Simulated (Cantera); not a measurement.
**Gas-phase reforming**

An isothermal, constant-pressure homogeneous reactor starts with CH4 : CO2 = 1 : 0.31 (molar parts), at 1375 K and 3.90 bar.

Cantera simulation using GRI-Mech 3.0 (53 species, 325 reactions); the numbers are that mechanism's predictions, not measurements. GRI-Mech 3.0 stops at C3 and has no aromatics, soot or wall deposition, so with more carbon than oxygen in the feed, carbon stays in small species such as C2H2 where larger ones or solid carbon would form.

```tsv
t (s)	x CH4	x CO2	x H	x C2H6	x HO2	x H2
3.00e-6	0.763	0.237	1.74e-9	3.41e-11	<1e-12	2.04e-7
1.03e-5	0.763	0.237	1.74e-9	1.40e-9	<1e-12	7.07e-7
3.56e-5	0.763	0.237	1.75e-9	5.61e-8	<1e-12	2.45e-6
0.000123	0.763	0.237	1.83e-9	1.77e-6	<1e-12	8.58e-6
0.000423	0.763	0.237	1.95e-9	1.98e-5	<1e-12	3.10e-5
0.00146	0.763	0.237	2.13e-9	8.91e-5	<1e-12	0.000111
0.00503	0.763	0.237	2.85e-9	0.000313	<1e-12	0.000408
0.0173	0.760	0.237	6.40e-9	0.000890	<1e-12	0.00170
0.0597	0.751	0.236	2.32e-8	0.00141	<1e-12	0.00826
0.206	0.717	0.231	8.19e-8	0.00116	<1e-12	0.0350
0.709	0.620	0.212	2.33e-7	0.000782	<1e-12	0.107
2.44	0.446	0.143	5.81e-7	0.000988	<1e-12	0.196
8.42	0.346	0.0520	7.81e-7	0.00114	<1e-12	0.204
29.0	0.347	0.0422	8.21e-7	0.00108	<1e-12	0.221
100	0.348	0.0303	8.83e-7	0.000933	<1e-12	0.256
```
x: mole fraction; the columns are a selection and need not sum to one.

Equilibrium at this temperature and pressure: CH4 0.300, CO2 7.11e-6, H 1.06e-6, C2H6 0.000486, HO2 <1e-12, H2 0.366 (gas phase only).
